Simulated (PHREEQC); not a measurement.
Dissolve 0.46 mol Na2CO3 and 0.018 mol NaHCO3 per kg of water at 25 °C. Closed to the air; pH follows from the charge balance.

The numbers come from PHREEQC with the Pitzer model, pitzer.dat.

```tsv
quantity	before	after
pH	11.01	10.33
ionic strength (mol/kgw)	1.40	1.47
CO3-2 (mol/kgw)	0.458	0.460
CO2 (mol/kgw)	1.79e-7	3.87e-6
```

Problem. What was changed between the two runs?
A) NaHCO3 from 0.018 to 0.0036 mol/kgw
B) NaHCO3 left out
C) NaHCO3 from 0.018 to 0.09 mol/kgw
D) temperature from 25 to 75 °C
E) diluted 10-fold with water

Solution. C, NaHCO3 from 0.018 to 0.09 mol/kgw

No solid was allowed to form. In brines, pH and single-ion activities rest on the MacInnes convention.
